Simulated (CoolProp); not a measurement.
Vapour-liquid equilibrium of isohexane (1) + n-hexane (2) at 310 K; x and y are mole fractions of (1).

Model: multi-fluid Helmholtz-energy mixture model, Lemmon 2006 and Thol 2019; pair parameters Bell 2016, in CoolProp.

```csv
x,bubble pressure (kPa),y at the bubble point,dew pressure at overall composition x (kPa),liquid density (mol/L)
0.05,33.62,0.068,33.44,7.468
0.15,34.94,0.197,34.45,7.460
0.25,36.25,0.316,35.51,7.452
0.35,37.53,0.426,36.64,7.444
0.45,38.78,0.528,37.82,7.436
0.55,40.00,0.624,39.05,7.429
0.65,41.19,0.714,40.34,7.421
0.75,42.34,0.800,41.67,7.414
0.85,43.47,0.882,43.03,7.407
0.95,44.55,0.961,44.40,7.401
```

No azeotrope shows between x = 0.05 and 0.95.

The pair parameters rest on a limited set of measurements; away from them the model extrapolates.
